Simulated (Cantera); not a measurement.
A perfectly stirred reactor is fed with C2H4 : H2 = 1 : 4 (molar parts), at 495 Torr; it is held at 1625 K, and followed from long to short residence time.

Computed with Cantera and GRI-Mech 3.0 (53 species, 325 reactions). GRI-Mech 3.0 was tuned for natural gas; its chemistry of ethylene as a main component is partial and can be far from experiment. GRI-Mech 3.0 stops at C3 and has no aromatics, soot or wall deposition, so with more carbon than oxygen in the feed, carbon stays in small species such as C2H2 where larger ones or solid carbon would form.

### Question
Predict: x(C2H4) at τ = 6.30 s; x(H2) at τ = 6.30 s; x(CH2) at τ = 6.30 s; x(C2H6) at τ = 6.30 s; x(CH3) at τ = 6.30 s; x(C2H4) at τ = 32.0 ms; x(H2) at τ = 32.0 ms; x(CH2) at τ = 32.0 ms; x(C2H6) at τ = 32.0 ms; x(CH3) at τ = 32.0 ms.

### Answer
- x(C2H4) at τ = 6.30 s: 0.00696
- x(H2) at τ = 6.30 s: 0.804
- x(CH2) at τ = 6.30 s: 8.01e-9
- x(C2H6) at τ = 6.30 s: 1.27e-5
- x(CH3) at τ = 6.30 s: 8.51e-5
- x(C2H4) at τ = 32.0 ms: 0.0159
- x(H2) at τ = 32.0 ms: 0.826
- x(CH2) at τ = 32.0 ms: 2.43e-9
- x(C2H6) at τ = 32.0 ms: 1.53e-5
- x(CH3) at τ = 32.0 ms: 1.60e-5
